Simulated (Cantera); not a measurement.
Feed: 1 mol Si, 0.067 mol N₂O, a varied amount of H₂, 0.12 mol O₂, held at 1402 °C and 0.0133 bar.

Cantera equilibrium calculation (NASA polynomials, part measured and part estimated; ideal gas, pure solids and liquids). Candidate condensed phases: H₂O, Si, SiO₂, Si₂N₂O, Si₃N₄; 35 gas species. Mutual solubility and eutectic melting of coexisting phases are not modelled. Gases not in the tables: Si₂H₆ and higher silanes. Rates play no part.

Task: What share of the Si ends up in condensed phases as a function of n(H₂) (mol), at 2.8, 4.6, 7.7, 13, 21, 35, 58, 97?

Result: 
```tsv
n(H₂) (mol)	Si condensed (%)	as
2.8	75.1	Si(s) + Si₂N₂O(s)
4.6	73.9	Si(s) + Si₂N₂O(s)
7.7	71.0	Si(s) + Si₂N₂O(s)
13	69.2	Si(s)
21	69.2	Si(s)
35	69.1	Si(s)
58	69.0	Si(s)
97	68.8	Si(s)
```
